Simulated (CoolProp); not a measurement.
Vapour-liquid equilibrium of n-heptane (1) + o-xylene (2) at 13.95 °C; x and y are mole fractions of (1).

Computed with CoolProp (multi-fluid Helmholtz-energy mixture model, Span 2003 and Zhou 2012; pair parameters Bell 2016).

```tsv
x	bubble pressure, mixture model (kPa)	bubble pressure, Raoult's law (kPa)	y, mixture model	y, Raoult's law
0.05	0.6981	0.6023	0.381	0.284
0.2	1.298	1.047	0.714	0.653
0.35	1.767	1.492	0.822	0.802
0.5	2.166	1.937	0.881	0.883
0.65	2.536	2.382	0.923	0.933
0.8	2.903	2.827	0.958	0.968
0.95	3.287	3.273	0.990	0.993
```

The largest gap from Raoult's law is +24.0 % in bubble pressure, at x = 0.2. No azeotrope shows between x = 0.05 and 0.95.

Pair parameters are fitted to limited data, so mixtures are less certain than the pure fluids.
